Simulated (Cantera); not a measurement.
An adiabatic, constant-volume homogeneous reactor starts with CH₄ : O₂ : N₂ = 1 : 2.56 : 9.64 (molar parts), equivalence ratio 0.78, at 1548 K and 0.440 bar.

Detailed kinetics in Cantera: GRI-Mech 3.0 (53 species, 325 reactions).

One state of this run: T (K) = 2761; P (bar) = 0.816; x CH₄ = <1e-12; x O₂ = 0.0446; x O = 0.0109; x CH₂O = 1.12e-10; x C₂H₄ = <1e-12; x CH₂CO = <1e-12. x: mole fraction; the columns are a selection and need not sum to one.

Q: Which value of t (s) does it belong to?
A) 0.000100
B) 1.36e-5
C) 0.300
D) 3.70e-5

A: C, 0.300
